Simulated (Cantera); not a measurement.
Cantera with NASA thermochemical tables; ideal gases at 1 bar, condensed phases pure. Values are per mole of reaction as written; species without (g) are pure solids or liquids, kept so even where they would boil at 1 bar.

**Question.** Between 300 and 1725 K, where is each reaction favourable under standard conditions?
- Ti + 3 TiCl4(g) ⇌ 4 TiCl3(g)

**Answer.** 
- Ti + 3 TiCl4(g) ⇌ 4 TiCl3(g): ΔG° is 81 kJ at 300 K and -143 kJ at 1725 K; it changes sign between 675 and 825 K. ΔH° is 111 kJ and ΔS° 148 J/K at 1725 K.
